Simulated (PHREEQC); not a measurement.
Consider water at 39 °C with 0.67 mmol/kgw PbCl2. Closed to the air; pH follows from the charge balance.

Computed with PHREEQC (ion-association model, phreeqc.dat).

No solid was allowed to form.

**Question.** Order these Pb species by the share of Pb that they hold, largest first: PbCl+, Pb+2, PbOH+.

**Answer.** Pb+2 (94 %), PbCl+ (5.6 %), PbOH+ (0.49 %)

The pH is 5.49 and the ionic strength 0.00193 mol/kgw. At this temperature some constants are extrapolated from 25 °C, and those without enthalpy data are left unchanged.
